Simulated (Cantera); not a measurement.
Charge: 1 mol C6H6, 0.085 mol H2O, 37 mol N2, at 1673.15 K and 12.0 Pa.

These are equilibrium values from Cantera (NASA tables, ideal gas, pure condensed phases), not measurements of a reactor. Candidate condensed phases: C, C6H6, C7H8, C8H18, H2O; 136 gas species. Kinetics and transport are ignored.

**Question.** What is the equilibrium state?

**Answer.** x(N2): 0.919
x(H2): 0.0748
x(H): 0.00285
x(CO): 0.00211
x(HCN): 0.000828
x(HNC): 2.31e-5
x(C2H2 (acetylene)): 4.27e-6
n(C(graphite)): 5.88 mol
gas amount: 40.23 mol
